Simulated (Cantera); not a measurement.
A jet of H2 : O2 : N2 = 0.036 : 0.078 : 0.79 (molar parts), equivalence ratio 0.23 at 300 K and 255 Torr hits a platinum plate 5.6 cm away at a mass flux of 0.11 kg/m²/s; the plate temperature is set and raised in steps from an oxygen-covered start.

Detailed kinetics in Cantera: Deutschmann's 1995 Pt surface mechanism with GRI-Mech 3.0 gas chemistry. Catalytic surfaces can have several steady states; this one follows from the mechanism file's or the stated starting coverage.

One state of this run: wall x H2 = 0.00129; wall x O2 = 0.0448; wall x H2O = 0.0743; wall x OH = <1e-8; θ free Pt = 0.0696; θ O* = 0.925; θ OH* = 0.00574. x: mole fraction at the wall; θ: surface coverage.

Problem. Which value of plate T (K) does it belong to?
A. 750
B. 850
C. 800
D. 900

Solution. A, 750
